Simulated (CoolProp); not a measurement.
Saturation properties of hydrogen chloride.

Computed with CoolProp (reference Helmholtz-energy equation of state, Thol 2018).

```
T (K)  p (MPa)  liquid density (kg/m³)  enthalpy of vaporisation (kJ/kg)  liquid cp (kJ/(kg K))  vapour Z
-----  -------  ----------------------  --------------------------------  ---------------------  --------
240.2   0.9778                    1043                             375.8                  1.773         ?
245.9    1.179                    1025                             366.3                  1.800    0.8497
251.6    1.409                    1006                             356.2                  1.833    0.8310
257.3    1.671                       ?                                 ?                      ?    0.8109
263      1.968                   966.5                             334.1                  1.920         ?
268.7    2.301                       ?                                 ?                  1.978    0.7657
274.4    2.675                   922.7                             308.5                  2.049    0.7404
280.1    3.092                   898.9                             294.2                  2.140    0.7131
```

Question: What belongs in the gaps?

Answer: 
- 240.2, vapour Z: 0.8670
- 257.3, liquid density (kg/m³): 986.7
- 257.3, enthalpy of vaporisation (kJ/kg): 345.5
- 257.3, liquid cp (kJ/(kg K)): 1.873
- 263, vapour Z: 0.7891
- 268.7, liquid density (kg/m³): 945.2
- 268.7, enthalpy of vaporisation (kJ/kg): 321.8

It boils at 188.2 K under 1 atm.
